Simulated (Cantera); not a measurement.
A perfectly stirred reactor is fed with 2.63 % H2, 97.4 % O2, at 0.0132 atm; it is held at 1075 K, and followed from long to short residence time.

Computed with Cantera and GRI-Mech 3.0 (53 species, 325 reactions). Radical loss at walls, strong at low pressure, is not modelled.

**Question.** Predict: x(H2) at τ = 0.380 s; x(O2) at τ = 0.380 s; x(O) at τ = 0.380 s; x(H2O2) at τ = 0.380 s; x(HO2) at τ = 0.380 s; x(H2) at τ = 20.0 ms; x(O2) at τ = 20.0 ms; x(O) at τ = 20.0 ms; x(H2O2) at τ = 20.0 ms; x(HO2) at τ = 20.0 ms.

**Answer.** 
```json
{
  "x(H2) at τ = 0.380 s": "0.000296",
  "x(O2) at τ = 0.380 s": "0.970",
  "x(O) at τ = 0.380 s": "0.00307",
  "x(H2O2) at τ = 0.380 s": "6.12e-8",
  "x(HO2) at τ = 0.380 s": "2.00e-6",
  "x(H2) at τ = 20.0 ms": "0.00176",
  "x(O2) at τ = 20.0 ms": "0.961",
  "x(O) at τ = 20.0 ms": "0.0101",
  "x(H2O2) at τ = 20.0 ms": "1.12e-7",
  "x(HO2) at τ = 20.0 ms": "3.69e-6"
}
```
